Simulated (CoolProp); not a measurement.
Computed with CoolProp (reference Helmholtz-energy equation of state, Lemmon 2006). It is a short technical equation, of lower accuracy than the large ones.

For isohexane, give the phase and the cp (kJ/(kg K)), cv (kJ/(kg K)) at 386.9 K and 11.9 bar; 395.6 K and 174 bar; 503.1 K and 1.44 bar.


- 386.9 K and 11.9 bar: liquid; cp 2.71, cv 2.10
- 395.6 K and 174 bar: liquid; cp 2.63, cv 2.14
- 503.1 K and 1.44 bar: gas; cp 2.58, cv 2.47
